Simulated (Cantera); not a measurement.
Input: 1 mol (CH3)2SiCl2, 0.23 mol HCl, 350 mol H2, equilibrated at 1450 °C and 0.100 bar.

These are equilibrium values from Cantera (NASA tables, ideal gas, pure condensed phases), not measurements of a reactor. Candidate condensed phases: C, C6H6, C7H8, C8H18, Si, SiC; 109 gas species. The feed counts by its element totals alone. The numbers say what is thermodynamically allowed, not how fast it happens.

Q: What is the equilibrium state?

A: 
```
Quantity                              Value
--------------------------------  ---------
x(H2)                                 0.993
x(HCl)                              0.00629
x(H)                               0.000575
x(CH4)                              9.91e-5
x(C2H2 (acetylene))                 9.00e-5
x(Cl)                               2.82e-6
x(SiCl2)                            2.30e-6
x(CH3)                              1.17e-6
n(C(graphite))                    0.901 mol
n(SiC(s))                         0.999 mol
gas amount                        354.3 mol
log10 activity of Si(l) (absent)      -1.78
```
